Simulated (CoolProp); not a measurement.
Vapour-liquid equilibrium of ethylbenzene (1) + n-nonane (2) at 0.00287 bar; x and y are mole fractions of (1).

Computed with CoolProp (multi-fluid Helmholtz-energy mixture model, Zhou 2012 and Lemmon 2006; pair parameters Bell 2016).

```json
[
 {"x": "0.05", "bubble temperature (°C)": "12.7", "y at the bubble point": "0.148", "dew temperature at overall composition x (°C)": "13.8", "liquid density (mol/L)": "5.733"},
 {"x": "0.2", "bubble temperature (°C)": "9.0", "y at the bubble point": "0.444", "dew temperature at overall composition x (°C)": "12.1", "liquid density (mol/L)": "6.047"},
 {"x": "0.35", "bubble temperature (°C)": "6.5", "y at the bubble point": "0.614", "dew temperature at overall composition x (°C)": "10.3", "liquid density (mol/L)": "6.385"},
 {"x": "0.5", "bubble temperature (°C)": "4.7", "y at the bubble point": "0.724", "dew temperature at overall composition x (°C)": "8.2", "liquid density (mol/L)": "6.755"},
 {"x": "0.65", "bubble temperature (°C)": "3.4", "y at the bubble point": "0.808", "dew temperature at overall composition x (°C)": "5.9", "liquid density (mol/L)": "7.163"},
 {"x": "0.8", "bubble temperature (°C)": "2.4", "y at the bubble point": "0.884", "dew temperature at overall composition x (°C)": "3.5", "liquid density (mol/L)": "7.619"},
 {"x": "0.95", "bubble temperature (°C)": "1.6", "y at the bubble point": "0.967", "dew temperature at overall composition x (°C)": "1.7", "liquid density (mol/L)": "8.132"}
]
```

No azeotrope shows between x = 0.05 and 0.95.

The pair parameters rest on a limited set of measurements; away from them the model extrapolates.
